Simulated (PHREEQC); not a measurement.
1 kg of water holding 0.27 mol Na2CO3, 0.013 mol Na2SO4, 0.2 mol NaOH and 0.046 mol NaCl is evaporated at 20 °C; the solids stay in contact with the brine. CO2 from the air is kept out. The run lets Burkeite, Halite, Mirabilite, Nahcolite, Natron, Thenardite, Trona precipitate or redissolve, and no other solid.

The series has 15 steps of water left (kg), from 1 to 0.06418.

The numbers come from PHREEQC with the Pitzer model, pitzer.dat.

**Question.** Which solids form, in which order, and at which step of the series does each first stand?

**Answer.** Natron from water left = 0.09295 kg (pH 14.81), last present at water left = 0.09295 kg; Burkeite from water left = 0.06418 kg (pH 15.25).
